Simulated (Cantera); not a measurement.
**SrCl2 + HCl + N2 + H2O (halide evaporation, hydrolysis and transport)**

Charge: 1 mol SrCl2, 0.28 mol HCl, 16 mol N2, a varied amount of H2O, equilibrated at 6.10 mbar.

Method: chemical equilibrium by Gibbs-energy minimisation in Cantera with the NASA 1993 tables (ideal gas, pure condensed phases). Candidate condensed phases: H2O, NH4Cl, Sr, SrCl2, SrO, Sr(OH)2; 35 gas species. Mutual solubility and eutectic melting of coexisting phases are not modelled. Condensed phases not in the tables: oxide chlorides. The numbers say what is thermodynamically allowed, not how fast it happens.

### Question
Map the stable condensed phases over T = 1048, 1148, 1248, 1348, 1448, 1548, 1648, 1748, 1848, 1948 K and n(H2O) in mol = 0.56, 0.65, 0.76, 0.88, 1, 1.2, 1.4, 1.6, 1.9, 2.2, 2.5, 2.9.

### Answer
```
T in K \ n(H2O) in mol
         0.56 0.65 0.76 0.88    1  1.2  1.4  1.6  1.9  2.2  2.5  2.9
   1948     A    A    A    A    A    A    A    B    B    B    B    B
   1848     A    A    A    A    A    A    A    B    B    B    B    B
   1748     A    A    A    A    A    A    B    B    B    B    B    B
   1648     A    A    A    A    A    B    B    B    B    B    B    B
   1548     A    A    A    A    A    B    B    B    B    B    B    B
   1448     C    C    C    C    C    C    C    D    D    D    D    D
   1348     C    C    C    C    C    C    C    C    C    C    C    C
   1248     C    C    C    C    C    C    C    C    C    C    C    C
   1148     C    C    C    C    C    C    C    C    C    C    C    C
   1048     C    C    C    C    C    C    C    C    C    C    C    C
```
A: gas only; B: SrO; C: SrCl2; D: SrCl2 + SrO.
